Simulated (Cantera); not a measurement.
Charge: 1 mol SiC, 0.015 mol N2O, 210 mol N2, held at 1875 °C and 10.0 mbar.

Cantera equilibrium calculation (NASA polynomials, part measured and part estimated; ideal gas, pure solids and liquids). Candidate condensed phases: C, Si, SiC, SiO2, Si2N2O, Si3N4; 34 gas species. The tables' values for SiN are old estimates; treat these amounts as uncertain. Rates play no part.

Base state: N2 0.998, Si 0.00201, SiC2 0.000157, Si2C 9.81e-5, CO 7.04e-5, SiN 3.76e-5, CN 3.40e-5 (mole fractions); condensed: C(graphite) + SiC(s).

### Question
What changes in the equilibrium state with this change: N2O from 0.015 to 1.4 mol?

### Answer
```json
[
 {"species": "N2", "before": "0.998", "after": "0.991"},
 {"species": "CO", "before": "7.04e-5", "after": "0.00468"},
 {"species": "Si", "before": "0.00201", "after": "0.00271"},
 {"species": "SiO", "before": "9.01e-7", "after": "0.00188"},
 {"species": "SiC2", "before": "0.000157", "after": "3.92e-7"},
 {"species": "CN", "before": "3.40e-5", "after": "1.46e-6"},
 {"species": "C(graphite), mol", "before": "0.396", "after": "0"},
 {"species": "SiC(s), mol", "before": "0.492", "after": "0"}
]
```

### Question
What changes in the equilibrium state with this change: temperature from 1875 °C to 1600 °C?

### Answer
```
species             before    after
----------------  --------  -------
N2                   0.998    1.000
CO                 7.04e-5  6.92e-5
Si                 0.00201  6.40e-5
SiC2              0.000157  2.95e-7
Si2C               9.81e-5  9.87e-7
CN                 3.40e-5  4.41e-7
SiN                3.76e-5  2.30e-6
C(graphite), mol     0.396        0
SiC(s), mol          0.492    0.985
```
